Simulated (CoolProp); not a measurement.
Vapour-liquid equilibrium of R22 (1) + R11 (2) at -33.75 °C; x and y are mole fractions of (1).

Computed with CoolProp (multi-fluid Helmholtz-energy mixture model, Kamei 1995 and Jacobsen 1992; pair parameters Bell 2016).

```json
[
 {"x": "0.05", "bubble pressure, mixture model (MPa)": "0.01961", "bubble pressure, Raoult's law (MPa)": "0.01402", "y, mixture model": "0.638", "y, Raoult's law": "0.498"},
 {"x": "0.15", "bubble pressure, mixture model (MPa)": "0.03980", "bubble pressure, Raoult's law (MPa)": "0.02723", "y, mixture model": "0.836", "y, Raoult's law": "0.769"},
 {"x": "0.25", "bubble pressure, mixture model (MPa)": "0.05581", "bubble pressure, Raoult's law (MPa)": "0.04043", "y, mixture model": "0.893", "y, Raoult's law": "0.862"},
 {"x": "0.35", "bubble pressure, mixture model (MPa)": "0.06899", "bubble pressure, Raoult's law (MPa)": "0.05364", "y, mixture model": "0.921", "y, Raoult's law": "0.910"},
 {"x": "0.45", "bubble pressure, mixture model (MPa)": "0.08036", "bubble pressure, Raoult's law (MPa)": "0.06685", "y, mixture model": "0.939", "y, Raoult's law": "0.939"},
 {"x": "0.55", "bubble pressure, mixture model (MPa)": "0.09072", "bubble pressure, Raoult's law (MPa)": "0.08006", "y, mixture model": "0.952", "y, Raoult's law": "0.958"},
 {"x": "0.65", "bubble pressure, mixture model (MPa)": "0.1007", "bubble pressure, Raoult's law (MPa)": "0.09326", "y, mixture model": "0.963", "y, Raoult's law": "0.972"},
 {"x": "0.75", "bubble pressure, mixture model (MPa)": "0.1108", "bubble pressure, Raoult's law (MPa)": "0.1065", "y, mixture model": "0.974", "y, Raoult's law": "0.983"},
 {"x": "0.85", "bubble pressure, mixture model (MPa)": "0.1215", "bubble pressure, Raoult's law (MPa)": "0.1197", "y, mixture model": "0.984", "y, Raoult's law": "0.991"},
 {"x": "0.95", "bubble pressure, mixture model (MPa)": "0.1332", "bubble pressure, Raoult's law (MPa)": "0.1329", "y, mixture model": "0.994", "y, Raoult's law": "0.997"}
]
```

The largest gap from Raoult's law is +46.2 % in bubble pressure, at x = 0.15. No azeotrope shows between x = 0.05 and 0.95.

Pair parameters are fitted to limited data, so mixtures are less certain than the pure fluids.
